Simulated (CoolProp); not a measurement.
CHF3 (R23) along the isobar 25.4 MPa: Z from the reference equation and from simpler models built on Tc = 299.3 K, pc = 4.832 MPa, ω = 0.263; each cubic takes its own stable root.

Values from CoolProp's reference Helmholtz-energy equation of state, Penoncello 2003.

```json
[
 {"T (K)": "193.7", "phase": "liquid", "reference": "0.7402"},
 {"T (K)": "201.1", "phase": "liquid", "reference": "0.7244"},
 {"T (K)": "208.4", "phase": "liquid", "reference": "0.7104"},
 {"T (K)": "215.8", "phase": "liquid", "reference": "0.6977"},
 {"T (K)": "223.2", "phase": "liquid", "reference": "0.6863"},
 {"T (K)": "230.6", "phase": "liquid", "reference": "0.6762"},
 {"T (K)": "237.9", "phase": "liquid", "reference": "0.6675"},
 {"T (K)": "245.3", "phase": "liquid", "reference": "0.6598"},
 {"T (K)": "252.7", "phase": "liquid", "reference": "0.6532"},
 {"T (K)": "260.1", "phase": "liquid", "reference": "0.6477"},
 {"T (K)": "267.4", "phase": "liquid", "reference": "0.6434"},
 {"T (K)": "274.8", "phase": "liquid", "reference": "0.6401"},
 {"T (K)": "282.2", "phase": "liquid", "reference": "0.6378"},
 {"T (K)": "289.6", "phase": "liquid", "reference": "0.6367"},
 {"T (K)": "297", "phase": "liquid", "reference": "0.6367"}
]
```

### Question
How far does each simpler model (van der Waals, Redlich-Kwong, Soave-Redlich-Kwong, Peng-Robinson) lie from the reference over these 15 states: mean and median of the absolute difference, and the worst?

### Answer
- van der Waals: mean 59.1 %, median 59.6 %, worst +67.7 % at 193.7 K and 25.4 MPa
- Redlich-Kwong: mean 17.1 %, median 17.2 %, worst +18.3 % at 193.7 K and 25.4 MPa
- Soave-Redlich-Kwong: mean 15.2 %, median 15.1 %, worst +15.8 % at 193.7 K and 25.4 MPa
- Peng-Robinson: mean 2.8 %, median 2.7 %, worst +3.7 % at 297 K and 25.4 MPa
